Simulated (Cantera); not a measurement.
An isothermal plug-flow reactor at 975 K and 1.00 bar (inlet), inlet velocity 2.7 m/s, active area per volume 5400 1/m; feed 0.336 % CH₄, 14.1 % O₂, 85.6 % N₂.

Computed with Cantera and Deutschmann's 1995 Pt surface mechanism with GRI-Mech 3.0 gas chemistry. Catalytic surfaces can have several steady states; this one follows from the mechanism file's or the stated starting coverage. Mass transfer to the wall is taken as infinitely fast.

Q: Predict: x(CH₄) at z = 0.01 m; x(O₂) at z = 0.01 m; x(H₂O) at z = 0.01 m; x(CO₂) at z = 0.01 m; x(CO) at z = 0.01 m; θ(free Pt) at the exit; θ(O*) at the exit; θ(OH*) at the exit.

A: 
```json
{
 "x(CH₄) at z = 0.01 m": "0.00150",
 "x(O₂) at z = 0.01 m": "0.137",
 "x(H₂O) at z = 0.01 m": "0.00372",
 "x(CO₂) at z = 0.01 m": "0.00186",
 "x(CO) at z = 0.01 m": "6.30e-7",
 "θ(free Pt) at the exit": "0.157",
 "θ(O*) at the exit": "0.842",
 "θ(OH*) at the exit": "0.00109"
}
```
